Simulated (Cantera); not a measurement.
A closed system holds: 1 mol SiCl4, 0.072 mol O2, 22 mol H2, equilibrated at 480 Pa.

These are equilibrium values from Cantera (NASA tables, ideal gas, pure condensed phases), not measurements of a reactor. Candidate condensed phases: H2O, Si, SiO2; 30 gas species. Mutual solubility and eutectic melting of coexisting phases are not modelled. The tables hold silica as quartz up to 1696 K and as liquid above; real silica turns to tridymite and cristobalite and melts near 1996 K. Equilibrium is a limit: real reactors are often held back by kinetics, nucleation or transport.

Problem. Which condensed phases are stable at each of these points (T (°C)): 627, 677, 727, 777, 827, 877, 927, 977, 1027, 1077, 1127, 1177, 1227?

Solution. 
| T (°C) | condensed phases | Si condensed (%) |
|---|---|---|
| 627 | SiO2(β-quartz) | 7.2 |
| 677 | SiO2(β-quartz) | 7.2 |
| 727 | Si(s) + SiO2(β-quartz) | 12.2 |
| 777 | Si(s) + SiO2(β-quartz) | 17.4 |
| 827 | Si(s) + SiO2(β-quartz) | 21.7 |
| 877 | Si(s) + SiO2(β-quartz) | 24.0 |
| 927 | Si(s) + SiO2(β-quartz) | 24.1 |
| 977 | Si(s) + SiO2(β-quartz) | 22.3 |
| 1027 | Si(s) + SiO2(β-quartz) | 18.1 |
| 1077 | Si(s) + SiO2(β-quartz) | 8.0 |
| 1127 | Si(s) | 4.5 |
| 1177 | Si(s) | 3.2 |
| 1227 | Si(s) | 1.9 |

From 627 °C to 677 °C the condensed part is SiO2(β-quartz). From 727 °C to 1077 °C the condensed part is Si(s) + SiO2(β-quartz). From 1127 °C to 1227 °C the condensed part is Si(s).
